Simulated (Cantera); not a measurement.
Input (Python, Cantera):

```python
import numpy as np
import cantera as ct

gas = ct.Solution("h2o2.yaml")


def delay(T, t_max=10):
    gas.TPX = T, 1000000, {'H2': 1, 'O2': 0.25, 'N2': 0.94}
    reactor = ct.IdealGasConstPressureReactor(gas, clone=False)
    net = ct.ReactorNet([reactor])
    net.rtol, net.atol = 1e-8, 1e-16
    while net.time < t_max:
        t_old, T_old = net.time, reactor.T
        net.step()
        if reactor.T > T + 400:  # ignition: a rise of 400 K
            return t_old + (T + 400 - T_old) / (reactor.T - T_old) * (net.time - t_old)
    return np.nan


taus = []
for T in [975, 1025, 1075, 1125, 1175, 1225, 1275, 1325, 1375]:
    taus.append(delay(T))
    print(f"T0 = {T:6g} K   tau = {taus[-1]:.4e} s")
```

It prints:

```
T0 =    975 K   tau = 1.1914e-02 s
T0 =   1025 K   tau = 3.7258e-03 s
T0 =   1075 K   tau = 1.2213e-03 s
T0 =   1125 K   tau = 3.9773e-04 s
T0 =   1175 K   tau = 1.1762e-04 s
T0 =   1225 K   tau = 2.8472e-05 s
T0 =   1275 K   tau = 8.3650e-06 s
T0 =   1325 K   tau = 4.4648e-06 s
T0 =   1375 K   tau = 3.0092e-06 s
```

Detailed kinetics in Cantera: the H2/O2 subset of GRI-Mech 3.0, which has no nitrogen chemistry. The hydrogen kinetics of GRI-Mech 3.0 are dated; newer H2 mechanisms differ, most at raised pressure.
